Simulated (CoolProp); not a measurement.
Carbon dioxide along the isobar 7.74 MPa: density (kg/m³) from the reference equation and from simpler models built on Tc = 31.0 °C, pc = 7.377 MPa, ω = 0.224; each cubic takes its own stable root.

Model: reference Helmholtz-energy equation of state, Span 1996, in CoolProp.

| T (°C) | phase | reference |
|---|---|---|
| -12.75 | liquid | 1024 |
| 14.15 | liquid | 871.6 |
| 41.05 | supercritical | 244.3 |
| 67.95 | supercritical | 168.3 |
| 94.85 | supercritical | 139.5 |
| 121.75 | supercritical | 121.9 |
| 148.65 | supercritical | 109.4 |
| 175.55 | supercritical | 99.85 |
| 202.45 | supercritical | 92.18 |
| 229.35 | supercritical | 85.82 |
| 256.25 | supercritical | 80.43 |

### Question
How far does each simpler model (van der Waals, Redlich-Kwong) lie from the reference over these 11 states: mean and median of the absolute difference, and the worst?

### Answer
- van der Waals: mean 9.1 %, median 3.6 %, worst -36.2 % at -12.75 °C and 7.74 MPa
- Redlich-Kwong: mean 4.1 %, median 2.0 %, worst -16.4 % at 14.15 °C and 7.74 MPa
